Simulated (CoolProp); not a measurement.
Vapour-liquid equilibrium of carbon dioxide (1) + neopentane (2) at 5.95 °C; x and y are mole fractions of (1).

Model: multi-fluid Helmholtz-energy mixture model, Span 1996 and Lemmon 2006; pair parameters Bell 2016, in CoolProp.

```tsv
x	bubble pressure (MPa)	y at the bubble point	dew pressure at overall composition x (MPa)	liquid density (mol/L)
0.05	0.3306	0.726	0.09376	8.682
0.2	1.076	0.913	0.1117	9.674
0.35	1.723	0.944	0.1379	10.84
0.5	2.225	0.957	0.1798	12.23
0.65	2.649	0.966	0.2577	13.93
0.8	3.124	0.976	0.4553	16.09
0.95	3.785	0.992	1.930	18.99
```

No azeotrope shows between x = 0.05 and 0.95.

The pair parameters rest on a limited set of measurements; away from them the model extrapolates. The gap from Raoult's law changes sign with composition, which may be real or a fault of the pair parameters; it wasn't checked against measurements.
